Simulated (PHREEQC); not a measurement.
Consider water at 25 °C with 0.017 mol/kgw NaOH, 4.4e-05 mol/kgw NaAlO2 and 1.1 mol/kgw Na2CO3. Closed to the air; pH follows from the charge balance.

Model: ion-association model, wateq4f.dat, run in PHREEQC.

Task: The ionic strength comes out as 1.50 mol/kgw. What activity coefficients do NaCO3-, CO3-2, HCO3-, OH-, Al(OH)4- get?

Result: NaCO3- 0.64, CO3-2 0.16, HCO3- 0.64, OH- 0.55, Al(OH)4- 0.60.

Precipitation was switched off in this run. The ionic strength is past about 0.7 mol/kgw, beyond the range of this activity model, so the values are rough. Species that the database lacks are ignored.
